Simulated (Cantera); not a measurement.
## Premixed flame

A freely propagating, adiabatic, planar premixed flame of 8.48 % CH₄, 17.5 % O₂, 65.7 % N₂, 8.31 % H₂O, equivalence ratio 0.97, unburnt at 375 K and 2930 Torr; mixture-averaged transport, grid criteria slope 0.08 and curve 0.16, no radiation.

Computed with Cantera and GRI-Mech 3.0 (53 species, 325 reactions). Burning velocities carry a grid error of a few per cent, more on coarse grids.

| z (mm) | T (K) | u (m/s) | x CH₄ | x O₂ | x H₂O | x HCN | x H₂ | x NO |
|---|---|---|---|---|---|---|---|---|
| -0.735 | 375 | 0.194 | 0.0847 | 0.175 | 0.0831 | <1e-8 | 0.000598 | <1e-8 |
| -0.490 | 381 | 0.197 | 0.0843 | 0.174 | 0.0838 | <1e-8 | 0.00171 | <1e-8 |
| -0.368 | 399 | 0.207 | 0.0830 | 0.173 | 0.0863 | <1e-8 | 0.00299 | 1.07e-8 |
| -0.245 | 508 | 0.265 | 0.0766 | 0.165 | 0.0996 | 6.59e-8 | 0.00532 | 1.16e-7 |
| -0.123 | 973 | 0.512 | 0.0501 | 0.124 | 0.148 | 5.17e-7 | 0.00848 | 2.33e-6 |
| -0.0613 | 1377 | 0.727 | 0.0259 | 0.0838 | 0.188 | 1.09e-6 | 0.0100 | 6.59e-6 |
| 0 | 1769 | 0.933 | 0.00392 | 0.0393 | 0.224 | 1.90e-6 | 0.00988 | 1.22e-5 |
| 0.0613 | 1925 | 1.01 | 6.20e-5 | 0.0198 | 0.236 | 1.05e-6 | 0.00703 | 1.81e-5 |
| 0.123 | 1987 | 1.04 | 5.77e-7 | 0.0148 | 0.239 | 2.77e-7 | 0.00570 | 2.11e-5 |
| 0.245 | 2048 | 1.07 | <1e-8 | 0.0113 | 0.244 | 2.68e-8 | 0.00418 | 2.39e-5 |
| 0.490 | 2093 | 1.09 | <1e-8 | 0.00883 | 0.247 | <1e-8 | 0.00268 | 2.71e-5 |
| 0.980 | 2118 | 1.10 | <1e-8 | 0.00743 | 0.249 | <1e-8 | 0.00170 | 3.07e-5 |
| 1.96 | 2129 | 1.10 | <1e-8 | 0.00682 | 0.250 | <1e-8 | 0.00126 | 3.59e-5 |
x: mole fraction of selected species; z is measured from the peak of heat release.

```json
{
 "laminar_burning_velocity": "19.4 cm/s",
 "thermal_thickness": "0.245 mm",
 "peak x(HCN)": "1.94e-6",
 "peak x(H₂)": "0.0104",
 "grid_points": "128"
}
```
